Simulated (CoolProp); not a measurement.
Vapour-liquid equilibrium of R125 (1) + R134a (2) at -56.55 °C; x and y are mole fractions of (1).

Model: multi-fluid Helmholtz-energy mixture model, Lemmon 2005 and Tillner-Roth 1994; pair parameters Lemmon 2004, in CoolProp.

Question: Give the bubble pressure and the first vapour's composition at x = 0.425, 0.65, 0.95. Is there an azeotrope?

Answer: x = 0.425: 0.3978 bar, y = 0.707; x = 0.65: 0.4994 bar, y = 0.855; x = 0.95: 0.6336 bar, y = 0.983. No azeotrope shows between x = 0.05 and 0.95.

Pair parameters are fitted to limited data, so mixtures are less certain than the pure fluids.
